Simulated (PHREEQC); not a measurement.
Consider water at 70 °C with 0.023 mol HF and 0.111 mol KF per kg of water. Closed to the air; pH follows from the charge balance.

All values are PHREEQC results (ion-association model, wateq4f.dat), not measurements.

```
Quantity                 Result
----------------  -------------
pH                         4.24
ionic strength    0.111 mol/kgw
total alkalinity   -23.0 meq/kg
```

| species | molality | activity | log γ |
|---|---|---|---|
| K+ | 0.111 | 0.0819 | -0.132 |
| F- | 0.104 | 0.0764 | -0.134 |
| HF | 0.0155 | 0.0159 | 0.011 |
| HF2- | 0.00722 | 0.00531 | -0.134 |
| H2F2 | 0.000111 | 0.000114 | 0.011 |
| H+ | 7.15e-5 | 5.78e-5 | -0.093 |
| OH- | 3.61e-9 | 2.66e-9 | -0.134 |

No solid was allowed to form. At this temperature some constants are extrapolated from 25 °C, and those without enthalpy data are left unchanged.
